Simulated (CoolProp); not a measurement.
Values from CoolProp's reference Helmholtz-energy equation of state, Thol 2015.

Q: For octamethylcyclotetrasiloxane (D4), give the phase and the cv (kJ/(kg K)), Joule-Thomson coefficient (K/MPa), expansivity (1/kK), fugacity coefficient at 620 K and 0.612 MPa.

A: 
- 620 K and 0.612 MPa: gas; cv 2.03, Joule-Thomson coefficient 8.86, expansivity 2.84, fugacity coefficient 0.874
